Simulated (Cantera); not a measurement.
A perfectly stirred reactor is fed with CH4 : O2 : N2 = 0.0041 : 0.0024 : 1 (molar parts), equivalence ratio 3.4, at 713 Torr; it is held at 1600 K, and followed from long to short residence time.

Detailed kinetics in Cantera: GRI-Mech 3.0 (53 species, 325 reactions).

Question: What does this change do: temperature 1600 to 925 K?

Answer: 
| quantity | before | after |
|---|---|---|
| x(CH4) at τ = 12.0 s | 0.000332 | 0.00407 |
| x(O2) at τ = 12.0 s | 6.71e-6 | 0.00238 |
| x(C2H) at τ = 12.0 s | 2.17e-9 | <1e-12 |
| x(CH2O) at τ = 12.0 s | 2.82e-8 | 3.90e-8 |
| x(CH2CO) at τ = 12.0 s | 1.98e-7 | <1e-12 |
| x(CH4) at τ = 79.0 ms | 0.00114 | 0.00407 |
| x(O2) at τ = 79.0 ms | 0.000376 | 0.00238 |
| x(C2H) at τ = 79.0 ms | 5.76e-9 | <1e-12 |
| x(CH2O) at τ = 79.0 ms | 2.05e-6 | 4.07e-12 |
| x(CH2CO) at τ = 79.0 ms | 4.63e-6 | <1e-12 |
